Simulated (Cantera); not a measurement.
A closed system holds: 1 mol Si3N4, 0.41 mol N2O, 730 mol H2, at 925 K and 1000 Pa.

Equilibrium computed with Cantera from the NASA thermochemical tables; the gas is ideal and each condensed phase is pure. Candidate condensed phases: H2O, Si, SiO2, Si2N2O, Si3N4; 35 gas species. Rates play no part.

Base state: H2 0.999, N2 0.000748 (mole fractions); condensed: Si2N2O(s) + Si3N4(s).

Q: What changes in the equilibrium state with this change: temperature from 925 K to 1475 K?

A: 
```
species           before     after
--------------  --------  --------
H2                 0.999     0.997
N2              0.000748   0.00278
H                2.60e-9  0.000130
SiO                <1e-9   4.82e-5
Si2N2O(s), mol     0.410     0.375
Si3N4(s), mol      0.727         0
Si(s), mol             0      2.21
```
Mutual solubility and eutectic melting of coexisting phases are not modelled.
